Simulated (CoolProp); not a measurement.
R134a at several states: density (kg/m³) from the reference equation and from simpler models built on Tc = 101.1 °C, pc = 40.59 bar, ω = 0.327; each cubic takes its own stable root.

Values from CoolProp's reference Helmholtz-energy equation of state, Tillner-Roth 1994.

```csv
T (°C),p (bar),phase,reference,van der Waals,Redlich-Kwong,Soave-Redlich-Kwong
156.25,0.164,gas,0.4691,0.4691,0.4691,0.4691
-0.95,32.6,liquid,1309,761.7,1089,1144
27.25,1.1,gas,4.593,4.556,4.573,4.581
-35.25,0.757,liquid,1404,3.969,3.995,1226
-51.05,15.8,liquid,1452,830.3,1219,1267
84.85,102,liquid,1037,680.1,871.1,886.1
```

At some of these states van der Waals, Redlich-Kwong gives the other phase, because its saturation line lies elsewhere.
